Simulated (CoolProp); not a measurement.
Normal hydrogen along the isotherm -243.55 °C: fugacity coefficient from the reference equation and from simpler models built on Tc = -240.0 °C, pc = 12.96 bar, ω = -0.219; each cubic takes its own stable root.

Values from CoolProp's reference Helmholtz-energy equation of state, Leachman 2009.

```tsv
p (bar)	phase	reference	Soave-Redlich-Kwong	Peng-Robinson
0.499	gas	0.9833	0.9829	0.9813
0.997	gas	(withheld)	0.9658	0.9628
1.5	gas	0.9500	0.9487	0.9443
1.99	gas	0.9337	0.9321	0.9263
2.49	gas	0.9172	0.9153	0.9082
2.99	gas	0.9007	0.8984	0.8901
3.49	gas	0.8841	0.8816	(withheld)
3.99	gas	0.8676	0.8649	0.8543
4.49	gas	0.8511	0.8482	0.8365
4.99	gas	0.8345	0.8314	0.8188
5.48	gas	0.8181	0.8150	0.8015
5.98	gas	0.8013	(withheld)	0.7838
6.48	gas	0.7844	0.7812	0.7661
```

Q: Fill in the missing entries.

A: 
- 0.997, reference: 0.9667
- 3.49, Peng-Robinson: 0.8722
- 5.98, Soave-Redlich-Kwong: 0.7981
